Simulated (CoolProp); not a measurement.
Vapour-liquid equilibrium of R114 (1) + benzene (2) at 313.1 K; x and y are mole fractions of (1).

Model: multi-fluid Helmholtz-energy mixture model, Platzer 1990 and Thol 2012; pair parameters Bell 2016, in CoolProp. This equation is an older, rougher fit; its heat capacities, sound speeds and derivatives of the liquid may be far off and weren't checked against measurements.

```json
[
 {"x": "0.05", "bubble pressure, mixture model (kPa)": "70.18", "bubble pressure, Raoult's law (kPa)": "40.02", "y, mixture model": "0.663", "y, Raoult's law": "0.422"},
 {"x": "0.2", "bubble pressure, mixture model (kPa)": "156.6", "bubble pressure, Raoult's law (kPa)": "87.05", "y, mixture model": "0.862", "y, Raoult's law": "0.776"},
 {"x": "0.35", "bubble pressure, mixture model (kPa)": "202.1", "bubble pressure, Raoult's law (kPa)": "134.1", "y, mixture model": "0.901", "y, Raoult's law": "0.882"},
 {"x": "0.5", "bubble pressure, mixture model (kPa)": "231.9", "bubble pressure, Raoult's law (kPa)": "181.1", "y, mixture model": "0.922", "y, Raoult's law": "0.933"},
 {"x": "0.65", "bubble pressure, mixture model (kPa)": "258.5", "bubble pressure, Raoult's law (kPa)": "228.1", "y, mixture model": "0.940", "y, Raoult's law": "0.963"},
 {"x": "0.8", "bubble pressure, mixture model (kPa)": "288.0", "bubble pressure, Raoult's law (kPa)": "275.2", "y, mixture model": "0.961", "y, Raoult's law": "0.982"},
 {"x": "0.95", "bubble pressure, mixture model (kPa)": "324.0", "bubble pressure, Raoult's law (kPa)": "322.2", "y, mixture model": "0.989", "y, Raoult's law": "0.996"}
]
```

The largest gap from Raoult's law is +79.9 % in bubble pressure, at x = 0.2. No azeotrope shows between x = 0.05 and 0.95.

The pair parameters rest on a limited set of measurements; away from them the model extrapolates. With so large a gap from Raoult's law the liquid may split in two, which this calculation doesn't test in full.
